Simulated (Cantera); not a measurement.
Standard-state values (1 bar) from the NASA 1993 polynomials, evaluated with Cantera. Values are per mole of reaction as written; species without (g) are pure solids or liquids, kept so even where they would boil at 1 bar.

ZrO2(g) → Zr + 2 O(g)

| T (K) | ΔH° (kJ) | ΔS° (J/K) | ΔG° (kJ) | log10 K | condensed phases |
|---|---|---|---|---|---|
| 300 | 784.6 | 87.4 | 758.4 | -132.04 | Zr(α) |
| 2573 | 850.8 | 138.8 | 493.7 | -10.02 | Zr(l) |
| 2623 | 852.1 | 139.3 | 486.7 | -9.69 | Zr(l) |
| 2673 | [?] | [?] | [?] | [?] | Zr(l) |
| 2723 | [?] | [?] | [?] | [?] | Zr(l) |
| 2773 | 855.9 | 140.7 | 465.7 | -8.77 | Zr(l) |
| 2823 | 857.2 | 141.2 | 458.7 | -8.49 | Zr(l) |
| 2873 | 858.5 | 141.6 | 451.6 | -8.21 | Zr(l) |
| 2923 | 859.8 | 142.1 | 444.5 | -7.94 | Zr(l) |

Question: What belongs in the gaps?

Answer: 
- 2673, ΔH° (kJ): 853.3
- 2673, ΔS° (J/K): 139.8
- 2673, ΔG° (kJ): 479.7
- 2673, log10 K: -9.37
- 2723, ΔH° (kJ): 854.6
- 2723, ΔS° (J/K): 140.2
- 2723, ΔG° (kJ): 472.7
- 2723, log10 K: -9.07
